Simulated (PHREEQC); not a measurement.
Dissolve 0.022 mol H2SO4, 0.018 mol NiSO4, 0.00087 mol MgSO4 and 0.00081 mol Na2SO4 per kg of water at 51 °C. Closed to the air; pH follows from the charge balance.

Equilibrium calculation in PHREEQC: ion-association model, wateq4f.dat.

The pH comes out as 1.74, the ionic strength comes out as 0.0748 mol/kgw and the total alkalinity comes out as -44.0 meq/kg.

| species | molality | activity | log γ |
|---|---|---|---|
| HSO4- | 0.0220 | 0.0173 | -0.104 |
| H+ | 0.0220 | 0.0183 | -0.081 |
| SO4-2 | 0.0134 | 0.00525 | -0.406 |
| Ni+2 | 0.0122 | 0.00471 | -0.412 |
| NiSO4 | 0.00583 | 0.00593 | 0.007 |
| Na+ | 0.00157 | 0.00124 | -0.102 |
| Mg+2 | 0.000448 | 0.000189 | -0.375 |
| MgSO4 | 0.000422 | 0.000430 | 0.007 |
| NaSO4- | 4.77e-5 | 3.81e-5 | -0.098 |
| Ni(SO4)2-2 | 3.51e-6 | 1.36e-6 | -0.412 |

This is a speciation only: nothing precipitates in the calculation. Constants without temperature data keep their 25 °C values here.
